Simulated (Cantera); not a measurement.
A closed system holds: 1 mol SiH4, 0.011 mol CH4, 15 mol H2, equilibrated at 1423 K and 630 Pa.

These are equilibrium values from Cantera (NASA tables, ideal gas, pure condensed phases), not measurements of a reactor. Candidate condensed phases: C, C6H6, C7H8, C8H18, Si, SiC; 87 gas species. Mutual solubility and eutectic melting of coexisting phases are not modelled. The numbers say what is thermodynamically allowed, not how fast it happens.

Base state: H2 1.000, H 8.37e-5 (mole fractions); condensed: Si(s) + SiC(s).

Q: What changes in the equilibrium state with this change: 0.74 mol HF added?

A: 
```csv
species,before,after
H2,1.000,0.986
SiF4,0,0.00573
SiF3,0,0.00380
HF,0,0.00206
SiF2,0,0.00165
"Si(s), mol",0.989,0.778
"SiC(s), mol",0.0110,0.0110
```
The tables' values for SiF3, SiF2 are old estimates; treat these amounts as uncertain.
